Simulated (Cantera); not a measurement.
Input: 1 mol B2O3, 41 mol N2, 0.00023 mol O2, held at 50000 Pa.

Cantera equilibrium calculation (NASA polynomials, part measured and part estimated; ideal gas, pure solids and liquids). Candidate condensed phases: B, BN, B2O3; 17 gas species. Equilibrium is a limit: real reactors are often held back by kinetics, nucleation or transport.

log p: log10 of the partial pressure in bar; n: condensed amount in mol.

| T (K) | log p N2 | log p B2O3 | log p BO | log p BO2 | log p NO | log p B2O2 | n B2O3(l) |
|---|---|---|---|---|---|---|---|
| 1700 | -0.30 | -3.11 | -6.96 | (withheld) | -5.60 | -8.19 | 0.936 |
| 1750 | -0.30 | -2.78 | -6.32 | (withheld) | -5.75 | -7.30 | 0.862 |
| 1800 | -0.30 | -2.47 | -5.71 | (withheld) | -5.90 | -6.44 | 0.716 |
| 1850 | -0.31 | -2.17 | -5.20 | (withheld) | -5.91 | -5.77 | 0.439 |
| 1900 | -0.31 | -1.93 | -4.80 | (withheld) | -5.78 | -5.31 | 0 |
| 1950 | -0.31 | -1.93 | -4.57 | (withheld) | -5.60 | -5.15 | 0 |
| 2000 | -0.31 | -1.93 | -4.35 | (withheld) | -5.42 | -5.02 | 0 |
| 2050 | -0.31 | -1.93 | -4.16 | (withheld) | -5.24 | -4.90 | 0 |
| 2100 | -0.31 | -1.93 | -3.97 | (withheld) | -5.06 | -4.80 | 0 |
| 2150 | -0.31 | -1.93 | -3.80 | (withheld) | -4.88 | -4.71 | 0 |
| 2200 | -0.31 | -1.93 | -3.63 | (withheld) | -4.71 | -4.62 | 0 |
| 2250 | -0.31 | -1.94 | -3.48 | (withheld) | -4.54 | -4.54 | 0 |
| 2300 | -0.31 | -1.94 | -3.33 | (withheld) | -4.38 | -4.47 | 0 |

**Question.** Fill in the missing entries.

**Answer.** 
- 1700, log p BO2: -5.28
- 1750, log p BO2: -5.11
- 1800, log p BO2: -4.95
- 1850, log p BO2: -4.74
- 1900, log p BO2: -4.48
- 1950, log p BO2: -4.33
- 2000, log p BO2: -4.18
- 2050, log p BO2: -4.03
- 2100, log p BO2: -3.89
- 2150, log p BO2: -3.75
- 2200, log p BO2: -3.61
- 2250, log p BO2: -3.49
- 2300, log p BO2: -3.36
